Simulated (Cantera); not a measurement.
A closed system holds: 1 mol TiO2, 3.5 mol H2, 0.085 mol H2O, at 1650 K and 13.3 mbar.

Cantera equilibrium calculation (NASA polynomials, part measured and part estimated; ideal gas, pure solids and liquids). Candidate condensed phases: H2O, Ti, TiO, TiO2, Ti2O3, Ti3O5, Ti4O7; 12 gas species. Mutual solubility and eutectic melting of coexisting phases are not modelled. Condensed phases not in the tables: Magnéli phases beyond Ti4O7. Kinetics and transport are ignored.

Base state: H2 0.957, H2O 0.0421, H 0.000770 (mole fractions); condensed: TiO2(rutile) + Ti4O7(s).

Task: What changes in the equilibrium state with this change: temperature from 1650 K to 1400 K?

Result: 
| species | before | after |
|---|---|---|
| H2 | 0.957 | 0.976 |
| H2O | 0.0421 | 0.0237 |
| H | 0.000770 | 4.16e-5 |
| TiO2(rutile), mol | 0.736 | 1.00 |
| Ti4O7(s), mol | 0.0660 | 0 |

Task: What changes in the equilibrium state with this change: temperature from 1650 K to 1900 K?

Result: 
```json
[
 {"species": "H2", "before": "0.957", "after": "0.900"},
 {"species": "H2O", "before": "0.0421", "after": "0.0931"},
 {"species": "H", "before": "0.000770", "after": "0.00652"},
 {"species": "OH", "before": "1.53e-6", "after": "5.54e-5"},
 {"species": "TiO2(rutile), mol", "before": "0.736", "after": "0"},
 {"species": "Ti4O7(s), mol", "before": "0.0660", "after": "0.250"}
]
```

Task: What changes in the equilibrium state with this change: temperature from 1650 K to 1923.15 K?

Result: 
| species | before | after |
|---|---|---|
| H2 | 0.957 | 0.899 |
| H2O | 0.0421 | 0.0930 |
| H | 0.000770 | 0.00774 |
| OH | 1.53e-6 | 6.90e-5 |
| TiO2(rutile), mol | 0.736 | 0 |
| Ti4O7(s), mol | 0.0660 | 0.250 |
